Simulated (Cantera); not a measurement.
What does this Cantera script print?

```python
import numpy as np
import cantera as ct

gas = ct.Solution("gri30.yaml")
gas.TPX = 1173, 3000000, {'C3H8': 1, 'O2': 2.08, 'N2': 13.8}
reactor = ct.IdealGasReactor(gas, energy="on", clone=False)
net = ct.ReactorNet([reactor])
net.rtol, net.atol = 1e-08, 1e-16
show = ['C3H8', 'O2', 'CH4', 'NO', 'H2O', 'CH2CO']
times = np.geomspace(3e-06, 0.1, 15)

steps = ct.SolutionArray(gas, extra=["t"])
rows = []
print(f"{'t/s':>10s}{'T/K':>9s}{'P/Pa':>11s}" + "".join(f"{s:>11s}" for s in show))
for t in times:
    while net.time < t:
        t_next = net.step()
        steps.append(gas.state, t=t_next)
    rows.append([np.interp(t, steps.t, y) for y in (steps.T, steps.P, *steps(*show).X.T)])
    print(f"{t:10.3e}{rows[-1][0]:9.1f}{rows[-1][1]:11.4g}" + "".join(f"{x:11.3e}" for x in rows[-1][2:]))
rate = np.gradient(steps.T, steps.t)
print("integrator steps:", len(steps.t))
if steps.T.max() > steps.T[0] + 200:
    print(f"time of steepest temperature rise: {steps.t[rate.argmax()]:.4e} s")
gas.TPX = 1173, 3000000, {'C3H8': 1, 'O2': 2.08, 'N2': 13.8}
gas.equilibrate("UV")
print(f"equilibrium (UV): T = {gas.T:.1f} K  " + "  ".join(f"{s} {gas[s].X[0]:.3e}" for s in show))
```

Result:

```
       t/s      T/K       P/Pa       C3H8         O2        CH4         NO        H2O      CH2CO
 3.000e-06   1173.0      3e+06  5.924e-02  1.232e-01  1.313e-07  1.999e-20  3.026e-08  3.811e-13
 6.312e-06   1173.0      3e+06  5.924e-02  1.232e-01  6.250e-07  9.314e-20  1.804e-07  5.605e-12
 1.328e-05   1173.0      3e+06  5.923e-02  1.232e-01  3.097e-06  5.998e-19  1.175e-06  9.612e-11
 2.795e-05   1172.9      3e+06  5.921e-02  1.232e-01  1.480e-05  4.734e-18  6.748e-06  1.755e-09
 5.880e-05   1172.9      3e+06  5.913e-02  1.232e-01  5.321e-05  2.289e-17  2.586e-05  2.032e-08
 1.237e-04   1172.9      3e+06  5.895e-02  1.231e-01  1.431e-04  7.111e-17  7.291e-05  1.407e-07
 2.603e-04   1172.9  3.002e+06  5.854e-02  1.230e-01  3.433e-04  2.036e-16  1.865e-04  8.004e-07
 5.477e-04   1173.1  3.005e+06  5.754e-02  1.226e-01  8.169e-04  6.841e-16  5.011e-04  4.571e-06
 1.152e-03   1176.5  3.023e+06  5.425e-02  1.211e-01  2.202e-03  4.579e-15  1.830e-03  3.538e-05
 2.425e-03   2148.0  6.627e+06  6.952e-10  2.280e-09  3.213e-03  4.957e-07  6.288e-02  8.141e-06
 5.102e-03   2129.0  6.689e+06  1.730e-11  9.190e-10  9.071e-04  3.918e-07  4.892e-02  8.844e-07
 1.074e-02   2122.9   6.69e+06  3.766e-15  7.630e-10  4.312e-05  3.799e-07  4.706e-02  2.648e-08
 2.259e-02   2122.6   6.69e+06  2.410e-20  7.593e-10  8.441e-07  3.836e-07  4.702e-02  5.012e-10
 4.753e-02   2122.6   6.69e+06  2.290e-20  7.593e-10  8.324e-07  3.889e-07  4.702e-02  4.944e-10
 1.000e-01   2122.6   6.69e+06  2.290e-20  7.594e-10  8.324e-07  3.998e-07  4.702e-02  4.944e-10
integrator steps: 2868
time of steepest temperature rise: 1.7747e-03 s
equilibrium (UV): T = 2122.6 K  C3H8 2.728e-20  O2 7.600e-10  CH4 8.976e-07  NO 5.831e-07  H2O 4.703e-02  CH2CO 5.332e-10
```

Detailed kinetics in Cantera: GRI-Mech 3.0 (53 species, 325 reactions). GRI-Mech 3.0 was tuned for natural gas; its chemistry of propane as a main component is partial and can be far from experiment. The pressure lies above the range GRI-Mech 3.0 was tuned for (to about 10 atm).
